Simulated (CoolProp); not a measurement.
Vapour-liquid equilibrium of R227EA (1) + isobutene (2) at 41.75 °C; x and y are mole fractions of (1).

Values from CoolProp's multi-fluid Helmholtz-energy mixture model, Lemmon 2016 and Lemmon 2005; pair parameters Bell 2016.

**Question.** Give the bubble pressure and the first vapour's composition at x = 0.05, 0.2, 0.575. Is there an azeotrope?

**Answer.** x = 0.05: 0.5570 MPa, y = 0.143; x = 0.2: 0.6804 MPa, y = 0.366; x = 0.575: 0.7874 MPa, y = 0.614. y crosses x between x = 0.65 and 0.725: the model has an azeotrope there.

Pair parameters are fitted to limited data, so mixtures are less certain than the pure fluids.
